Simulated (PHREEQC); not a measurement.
Consider water at 25 °C with 2.3 mol/kgw K2CO3 and 0.017 mol/kgw NaHCO3. Closed to the air; pH follows from the charge balance.

All values are PHREEQC results (Pitzer model, pitzer.dat), not measurements.

Precipitation was switched off in this run.

Problem. Estimate the pH, activity of water, osmotic coefficient.

Solution. pH 11.94; activity of water 0.886; osmotic coefficient 0.968.

In brines, pH and single-ion activities rest on the MacInnes convention.
